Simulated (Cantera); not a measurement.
Chlorosilane synthesis and conversion: SiCl4 + Cl2 + H2

Feed: 1 mol SiCl4, 1 mol Cl2, 0.78 mol H2, equilibrated at 1425 K and 250000 Pa.

Method: chemical equilibrium by Gibbs-energy minimisation in Cantera with the NASA 1993 tables (ideal gas, pure condensed phases). Candidate condensed phases: Si; 19 gas species. Equilibrium is a limit: real reactors are often held back by kinetics, nucleation or transport.

```json
{
 "x(HCl)": "0.559",
 "x(SiCl4)": "0.359",
 "x(Cl2)": "0.0759",
 "x(Cl)": "0.00599",
 "x(SiCl3)": "8.21e-6",
 "gas_amount": "2.788 mol",
 "log10 activity of Si(s) (absent)": "-16.07"
}
```
